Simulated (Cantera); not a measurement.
Charge: 1 mol Si3N4, 0.38 mol N2, 0.12 mol C, at 230 Pa.

Cantera equilibrium calculation (NASA polynomials, part measured and part estimated; ideal gas, pure solids and liquids). Candidate condensed phases: C, Si, SiC, Si3N4; 20 gas species. Mutual solubility and eutectic melting of coexisting phases are not modelled. The tables' values for SiN are old estimates; treat these amounts as uncertain. Rates play no part.

x: gas mole fraction; n: condensed amount in mol.

```
T (°C)   x N2     x Si    x Si2C     x Si2  n Si(l)  n SiC(s)
------  -----  -------  --------  --------  -------  --------
1527    0.999  0.00138   1.47e-5   8.34e-6     2.88     0.120
1627    0.994  0.00548   9.61e-5   4.41e-5     2.87     0.120
1727    0.980   0.0189  0.000519  0.000196     2.83     0.119
1827    0.937   0.0580   0.00237  0.000756     2.72     0.114
1927    0.825    0.160   0.00941   0.00257        …    0.0918
2027    0.554    0.405    0.0265   0.00782        …         0
2127    0.454    0.514    0.0199   0.00639        …         0
```

Problem. Some entries are withheld; supply them.

Solution. 
- 1927, n Si(l): 2.36
- 2027, n Si(l): 0.925
- 2127, n Si(l): 0
